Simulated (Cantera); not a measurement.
What does this Cantera script print?

```python
import numpy as np
import cantera as ct

gas_names = """
    C CN CO CO2 C2 CCN CNC C2N2 C2O C3 C3O2 C4 C4N2 C5 Fe FeC5O5 FeO N NCO NO NO2 NO3 N2 N2O O O2 O3
""".split()
cond_names = """
    C(gr) Fe(a) Fe(c) Fe(d) Fe(L) FeC5O5(L) FeO(s) FeO(L) Fe2O3(s) Fe3O4(s)
""".split()


# ... load() reads the species with a 1 bar reference pressure and builds the phases ...
atoms = {
    'Fe(CO)5': {'Fe': 1, 'C': 5, 'O': 5},
    'N2': {'N': 2},
}
top_T = {'C(gr)': 4500, 'Fe2O3(s)': 1830, 'Fe3O4(s)': 1870}  # K; cautious upper limits of use, not melting points


# ... equilibrate(T, P, feed) seeds the gas with the atoms and calls Mixture.equilibrate('TP', solver="vcs", rtol=1e-11, max_steps=5000) ...
results = []
feed = {'Fe(CO)5': 1, 'N2': 21}  # mol
T = 1225  # K
P = 133.322  # Pa
mix = equilibrate(T, P, feed)
results.append((T, P, feed, dict(zip(mix.species_names, mix.species_moles))))
x = sorted(zip(gas.X, gas.species_names), reverse=True)
print(f"T = {T:g} K  P = {P:g} Pa  gas = {mix.phase_moles(0):.4g} mol")
print("   x: " + "  ".join(f"{s} {v:.3e}" for v, s in x if v > 0.001))
print("   condensed (mol): " + ("  ".join(f"{mix.phase(i).name} {mix.phase_moles(i):.4g}"
      for i in range(1, mix.n_phases) if mix.phase_moles(i) > 1e-12) or "none"))
```

Output:

```
T = 1225 K  P = 133.322 Pa  gas = 26 mol
   x: N2 8.077e-01  CO 1.923e-01
   condensed (mol): C(gr) 1.716e-05  Fe(c) 1
```

Cantera equilibrium calculation (NASA polynomials, part measured and part estimated; ideal gas, pure solids and liquids).
